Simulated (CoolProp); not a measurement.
The numbers come from the reference Helmholtz-energy equation of state, Rui 2013 in CoolProp.

**Question.** For R236EA, give the phase and the cv (kJ/(kg K)), Joule-Thomson coefficient (K/MPa), Prandtl number, fugacity coefficient at 336.2 K and 30 bar; 336.2 K and 37.5 bar.

**Answer.** 
- 336.2 K and 30 bar: liquid; cv 0.929, Joule-Thomson coefficient -0.0325, Prandtl number 4.76, fugacity coefficient 0.207
- 336.2 K and 37.5 bar: liquid; cv 0.929, Joule-Thomson coefficient -0.0474, Prandtl number 4.79, fugacity coefficient 0.171

Viscosity comes from a separate model (Huber 2003), an estimate that may be off by 10 % or more. Thermal conductivity comes from a separate model (Huber 2003), an estimate that may be off by 10 % or more.
